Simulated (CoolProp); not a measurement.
Vapour-liquid equilibrium of n-hexane (1) + n-decane (2) at 367.5 K; x and y are mole fractions of (1).

Computed with CoolProp (multi-fluid Helmholtz-energy mixture model, Thol 2019 and Lemmon 2006; pair parameters Kunz 2012).

```json
[
 {"x": "0.05", "bubble pressure (kPa)": "?", "y at the bubble point": "0.561", "dew pressure at overall composition x (kPa)": "7.996", "liquid density (mol/L)": "4.798"},
 {"x": "0.2", "bubble pressure (kPa)": "?", "y at the bubble point": "0.858", "dew pressure at overall composition x (kPa)": "9.436", "liquid density (mol/L)": "5.039"},
 {"x": "0.35", "bubble pressure (kPa)": "73.90", "y at the bubble point": "0.929", "dew pressure at overall composition x (kPa)": "11.51", "liquid density (mol/L)": "5.305"},
 {"x": "0.5", "bubble pressure (kPa)": "104.5", "y at the bubble point": "0.960", "dew pressure at overall composition x (kPa)": "14.73", "liquid density (mol/L)": "5.599"},
 {"x": "0.65", "bubble pressure (kPa)": "136.1", "y at the bubble point": "0.978", "dew pressure at overall composition x (kPa)": "20.47", "liquid density (mol/L)": "5.923"},
 {"x": "0.8", "bubble pressure (kPa)": "168.4", "y at the bubble point": "0.990", "dew pressure at overall composition x (kPa)": "33.52", "liquid density (mol/L)": "6.281"},
 {"x": "0.95", "bubble pressure (kPa)": "?", "y at the bubble point": "0.998", "dew pressure at overall composition x (kPa)": "91.91", "liquid density (mol/L)": "6.674"}
]
```

**Question.** Fill in the missing entries.

**Answer.** 
- 0.05, bubble pressure (kPa): 16.63
- 0.2, bubble pressure (kPa): 44.58
- 0.95, bubble pressure (kPa): 201.4

No azeotrope shows between x = 0.05 and 0.95.

Pair parameters are fitted to limited data, so mixtures are less certain than the pure fluids.
